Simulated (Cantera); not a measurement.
An isothermal, constant-pressure homogeneous reactor starts with H2 : O2 : N2 = 0.0084 : 1 : 0.93 (molar parts), equivalence ratio 0.0042, at 900 K and 0.0267 bar. Integrator tolerance rtol = 1e-08.

Computed with Cantera and GRI-Mech 3.0 (53 species, 325 reactions). Radical loss at walls, strong at low pressure, is not modelled. Below about 950 K walls govern HO2 and H2O2 in real vessels.

What does this change do: temperature 900 to 1223 K?


```
quantity                                             before                                      after
-----------------  ----------------------------------------  -----------------------------------------
x(H2) at 40.0 s      3.68e-9 (gas-phase equilibrium <1e-12)   1.92e-9 (gas-phase equilibrium 7.58e-10)
x(O2) at 40.0 s         0.515 (gas-phase equilibrium 0.515)        0.515 (gas-phase equilibrium 0.515)
x(NO2) at 40.0 s   1.92e-11 (gas-phase equilibrium 3.38e-7)   7.63e-11 (gas-phase equilibrium 1.10e-6)
x(H2O2) at 40.0 s   1.69e-10 (gas-phase equilibrium <1e-12)  3.59e-11 (gas-phase equilibrium 1.49e-11)
x(NO) at 40.0 s    9.30e-10 (gas-phase equilibrium 1.13e-5)   3.80e-8 (gas-phase equilibrium 0.000286)
x(OH) at 40.0 s     2.18e-7 (gas-phase equilibrium 8.49e-9)    4.18e-6 (gas-phase equilibrium 2.63e-6)
x(H2O) at 40.0 s    0.00434 (gas-phase equilibrium 0.00434)    0.00434 (gas-phase equilibrium 0.00434)
```
